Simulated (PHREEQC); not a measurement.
0.025 g of hydrous ferric oxide (600 m²/g; 0.2 weak and 0.005 strong sites per Fe, Dzombak-Morel constants, diffuse double layer) in 1 kg of water with 0.005 mol/kgw of an inert sodium salt and 6.1e-05 mol NiCl2, at 25 °C; the pH is set by adding NaOH or the inert anion's acid. Oxygen is held at 0.21 atm. CO2 from the air is kept out. No solid was allowed to form.

All values are PHREEQC results (ion-association model, wateq4f.dat), not measurements.

| pH | Ni sorbed (%) | surface charge σ (C/m²) | surface potential ψ (mV) |
|---|---|---|---|
| 3 | 0.0 | 0.303 | 215 |
| 3.5 | 0.0 | 0.244 | 207 |
| 4 | 0.0 | 0.184 | 193 |
| 4.5 | 0.0 | 0.132 | 177 |
| 5 | 0.0 | 0.091 | 158 |
| 5.5 | 0.3 | 0.060 | 137 |
| 6 | 1.2 | 0.039 | 115 |
| 6.5 | 2.9 | 0.024 | 91 |
| 7 | 7.8 | 0.016 | 71 |
| 7.5 | 20.0 | 0.012 | 60 |
| 8 | 33.2 | 0.011 | 56 |
| 8.5 | 42.0 | 0.011 | 54 |
| 9 | 46.0 | 0.010 | 51 |
| 9.5 | 47.1 | 0.008 | 44 |
| 10 | 47.0 | 0.004 | 24 |
| 10.5 | 46.3 | -0.001 | -5 |
| 11 | 45.3 | -0.008 | -39 |

Along this series the solution becomes supersaturated in solids that the run did not let form, among them Ni(OH)2. The oxide is taken as insoluble; below pH 4 it would dissolve.
